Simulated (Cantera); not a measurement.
CO2 + H2O + H2 (abatement and gas-phase synthesis)

Feed: 1 mol CO2, 0.83 mol H2O, 1.1 mol H2, at 170 Pa.

These are equilibrium values from Cantera (NASA tables, ideal gas, pure condensed phases), not measurements of a reactor. Candidate condensed phases: C, C6H6, C7H8, C8H18, H2O; 110 gas species. Kinetics and transport are ignored.

```csv
T (K),x H2O,x CO,x H2,x CO2,x H
1823,0.481,0.199,0.174,0.141,0.00438
1848,0.481,0.200,0.172,0.140,0.00533
1873,0.482,0.201,0.170,0.139,0.00646
1898,0.482,0.202,0.169,0.137,0.00779
1923,0.482,0.203,0.167,0.136,0.00934
1948,0.481,0.204,0.165,0.135,0.0111
1973,0.481,0.204,0.164,0.134,0.0132
1998,0.479,0.205,0.162,0.133,0.0157
2023,0.478,0.206,0.160,0.131,0.0184
2048,0.475,0.206,0.159,0.130,0.0216
2073,0.472,0.207,0.157,0.128,0.0253
```
x: gas mole fraction; nothing condenses.

From 1823 K to 2073 K nothing is condensed. The main C-bearing gas is CO throughout.
